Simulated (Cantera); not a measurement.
## HMDSO + O₃ + N₂ (silicon oxide and oxynitride deposition)

A closed system holds: 1 mol HMDSO, 2.6 mol O₃, 14 mol N₂, at 63.0 mbar.

These are equilibrium values from Cantera (NASA tables, ideal gas, pure condensed phases), not measurements of a reactor. Candidate condensed phases: C, C₆H₆, C₇H₈, C₈H₁₈, H₂O, Si, SiC, SiO₂, Si₂N₂O, Si₃N₄; 151 gas species. The feed counts by its element totals alone. N₂ is the only nitrogen source here; it is nearly inert below about 1500 K, so the nitride shown seldom forms there in practice. Mutual solubility and eutectic melting of coexisting phases are not modelled. The tables hold silica as quartz up to 1696 K and as liquid above; real silica turns to tridymite and cristobalite and melts near 1996 K. Kinetics and transport are ignored.

```
T (K)  log p N₂  log p H₂  log p CO  log p SiO  log p H  log p H₂O  n SiO₂(β-quartz)  n Si₂N₂O(s)  n SiO₂(condensed)
-----  --------  --------  --------  ---------  -------  ---------  ----------------  -----------  -----------------
1398      -1.52     -1.70     -1.88      -6.42    -6.18      -5.43              1.20        0.400                  0
1473      -1.52     -1.70     -1.88      -5.47    -5.75      -5.35              1.20        0.400                  0
1548      -1.52     -1.70     -1.88      -4.60    -5.36      -5.28              1.19        0.397                  0
1623      -1.52     -1.70     -1.88      -3.82    -5.01      -5.22              1.18        0.378                  0
1698      -1.53     -1.71     -1.89      -3.12    -4.69      -5.17                 0        0.283               1.08
1773      -1.53     -1.73     -1.90      -2.60    -4.41      -5.02                 0            0              0.795
1848      -1.54     -1.73     -1.90      -2.59    -4.14      -4.40                 0            0              0.778
```
log p: log10 of the partial pressure in bar; n: condensed amount in mol.

From 1398 K to 1623 K the condensed part is SiO₂(β-quartz) + Si₂N₂O(s). At 1698 K the condensed part is SiO₂(condensed) + Si₂N₂O(s). From 1773 K to 1848 K the condensed part is SiO₂(condensed). The main Si-bearing gas is SiO throughout. The share of Si in condensed phases is highest at 1398 K (100.0 %) and lowest at 1848 K (38.9 %).
